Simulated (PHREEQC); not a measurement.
Consider water at 25 °C with 0.036 mol H2SO4 and 0.0275 mol Li2SO4 per kg of water. Closed to the air; pH follows from the charge balance.

The numbers come from PHREEQC with the ion-association model, phreeqc.dat.

pH: 1.52
ionic strength: 0.116 mol/kgw
specific conductance: 16600 µS/cm
density: 1.002 g/cm³
total alkalinity: -72.0 meq/kg

```json
[
 {"species": "Li+", "molality": "0.0528", "activity": "0.0416", "log γ": "-0.104"},
 {"species": "H+", "molality": "0.0368", "activity": "0.0302", "log γ": "-0.087"},
 {"species": "HSO4-", "molality": "0.0352", "activity": "0.0272", "log γ": "-0.112"},
 {"species": "SO4-2", "molality": "0.0261", "activity": "0.00928", "log γ": "-0.450"},
 {"species": "LiSO4-", "molality": "0.00218", "activity": "0.00168", "log γ": "-0.111"}
]
```

No solid was allowed to form. Complexes and solids missing from the database can't appear.
